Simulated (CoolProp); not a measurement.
50 sccm (0 °C, 1 atm) of nitrogen bubbles through liquid methanol at 313.8 K and leaves saturated at a total pressure of 0.15 MPa (ideal gas phase). Each further row changes one setting.

Values from CoolProp's reference Helmholtz-energy equation of state, de Reuck 1993.

```
case                      vapour pressure (kPa)  mole fraction of vapour  delivery (mg/min)  delivery (sccm)  change of delivery for a bath 1 K warmer (%)
------------------------  ---------------------  -----------------------  -----------------  ---------------  --------------------------------------------
as stated                                  36.6                    0.244               23.1              [?]                                           [?]
bath temperature 318.8 K                   46.0                    0.306               31.6             22.1                                           6.7
total pressure 0.3 MPa                     36.6                      [?]                [?]              [?]                                           [?]
```

Question: What belongs in the gaps?

Answer: 
- as stated, delivery (sccm): 16.1
- as stated, change of delivery for a bath 1 K warmer (%): 6.4
- total pressure 0.3 MPa, mole fraction of vapour: 0.122
- total pressure 0.3 MPa, delivery (mg/min): 9.93
- total pressure 0.3 MPa, delivery (sccm): 6.95
- total pressure 0.3 MPa, change of delivery for a bath 1 K warmer (%): 5.4
